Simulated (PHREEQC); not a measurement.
Consider water at 71 °C with 0.021 mol/kgw ZnSO4, 4e-05 mol/kgw CaCl2 and 0.0015 mol/kgw Na2SO4. Closed to the air; pH follows from the charge balance.

Model: ion-association model, wateq4f.dat, run in PHREEQC.

Precipitation was switched off in this run.

### Question
Order these Zn species by the share of Zn that they hold, largest first: Zn+2, Zn(SO4)2-2, ZnSO4, ZnOH+.

### Answer
Zn+2 (55 %), ZnSO4 (41 %), Zn(SO4)2-2 (3.2 %), ZnOH+ (0.10 %)

The pH is 5.17 and the ionic strength 0.0508 mol/kgw. At this temperature some constants are extrapolated from 25 °C, and those without enthalpy data are left unchanged.
